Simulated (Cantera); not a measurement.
Pyrogenic steam for wet oxidation

An isothermal, constant-pressure homogeneous reactor starts with H2 : O2 : N2 = 1.2 : 1 : 1 (molar parts), at 1125 K and 750 Torr.

Computed with Cantera and the H2/O2 subset of GRI-Mech 3.0, which has no nitrogen chemistry. The temperature is held fixed by assumption; the heat of reaction is taken as removed at once.

| t (s) | x H2 | x O2 | x O | x HO2 | x H2O2 |
|---|---|---|---|---|---|
| 0.000800 | 0.0214 | 0.163 | 1.00e-5 | 0.000188 | 0.000176 |
| 0.00208 | 0.0144 | 0.160 | 7.43e-6 | 0.000153 | 0.000127 |
| 0.00543 | 0.00660 | 0.157 | 3.67e-6 | 9.49e-5 | 5.33e-5 |
| 0.0141 | 0.00193 | 0.155 | 9.09e-7 | 3.96e-5 | 9.98e-6 |
| 0.0368 | 0.000444 | 0.154 | 1.18e-7 | 1.19e-5 | 9.82e-7 |
| 0.0960 | 8.63e-5 | 0.154 | 1.32e-8 | 2.93e-6 | 7.46e-8 |
| 0.250 | 7.99e-6 | 0.154 | 1.21e-9 | 3.63e-7 | 3.47e-9 |
| 0.651 | 1.02e-8 | 0.154 | 8.68e-10 | 1.23e-8 | 1.06e-9 |
| 1.70 | 2.87e-9 | 0.154 | 1.80e-9 | 9.41e-9 | 2.09e-9 |
| 4.42 | 2.86e-9 | 0.154 | 1.82e-9 | 9.37e-9 | 2.12e-9 |
| 11.5 | 2.86e-9 | 0.154 | 1.82e-9 | 9.37e-9 | 2.12e-9 |
| 30.0 | 2.86e-9 | 0.154 | 1.82e-9 | 9.37e-9 | 2.12e-9 |
x: mole fraction; the columns are a selection and need not sum to one.

Equilibrium at this temperature and pressure: H2 2.86e-9, O2 0.154, O 1.82e-9, HO2 9.37e-9, H2O2 2.12e-9 (gas phase only).
